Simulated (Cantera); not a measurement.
An adiabatic, constant-pressure homogeneous reactor starts with CH4 : CO : O2 : N2 = 1 : 1.2 : 2.36 : 8.89 (molar parts), equivalence ratio 1.1, at 1175 K and 0.580 bar.

Cantera simulation using GRI-Mech 3.0 (53 species, 325 reactions); the numbers are that mechanism's predictions, not measurements.

Task: Predict: time of steepest temperature rise; temperature at 0.500 s; equilibrium temperature; x(CO) at 0.500 s; x(O2) at 0.500 s; x(O) at 0.500 s; x(H) at 0.500 s.

Result: time of steepest temperature rise: 0.147 s
temperature at 0.500 s: 2606 K
equilibrium temperature: 2606 K
x(CO) at 0.500 s: 0.0661 (gas-phase equilibrium 0.0661)
x(O2) at 0.500 s: 0.0148 (gas-phase equilibrium 0.0148)
x(O) at 0.500 s: 0.00384 (gas-phase equilibrium 0.00384)
x(H) at 0.500 s: 0.00597 (gas-phase equilibrium 0.00597)
